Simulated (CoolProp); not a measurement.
Vapour-liquid equilibrium of sulfur dioxide (1) + toluene (2) at 398.8 K; x and y are mole fractions of (1).

Values from CoolProp's multi-fluid Helmholtz-energy mixture model, Gao 2016 and Lemmon 2006; pair parameters Bell 2016.

| x | bubble pressure (MPa) | y at the bubble point | dew pressure at overall composition x (MPa) | liquid density (mol/L) |
|---|---|---|---|---|
| 0.05 | 0.2874 | 0.475 | 0.1605 | 8.536 |
| 0.15 | 0.6042 | 0.761 | 0.1793 | 9.069 |
| 0.25 | 0.9702 | 0.859 | 0.2029 | 9.649 |
| 0.35 | 1.369 | 0.905 | 0.2334 | 10.28 |
| 0.45 | 1.789 | 0.932 | 0.2745 | 10.97 |
| 0.55 | 2.221 | 0.950 | 0.3329 | 11.72 |
| 0.65 | 2.666 | 0.963 | 0.4228 | 12.53 |
| 0.75 | 3.132 | 0.973 | 0.5790 | 13.39 |
| 0.85 | 3.639 | 0.983 | 0.9206 | 14.28 |
| 0.95 | 4.222 | 0.994 | 2.227 | 15.08 |

No azeotrope shows between x = 0.05 and 0.95.

The pair parameters rest on a limited set of measurements; away from them the model extrapolates.
